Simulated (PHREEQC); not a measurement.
A solution holds 0.0098 mol Cu(BF4)2, 0.00051 mol H2SO4 and 0.00096 mol Na2SO4 per kg of water, at 25 °C. Closed to the air; pH follows from the charge balance.

All values are PHREEQC results (ion-association model, phreeqc.dat), not measurements.

This is a speciation only: nothing precipitates in the calculation.

### Question
What pH, ionic strength does the model give?

### Answer
pH 2.75; ionic strength 0.0325 mol/kgw.

### Question
In which forms is Cu present?

### Answer
Cu+2 93 %, CuSO4 4.8 %, CuF+ 1.9 % of the Cu.

Species that the database lacks are ignored. Real BF4- forms and hydrolyses slowly; the run takes it at equilibrium.
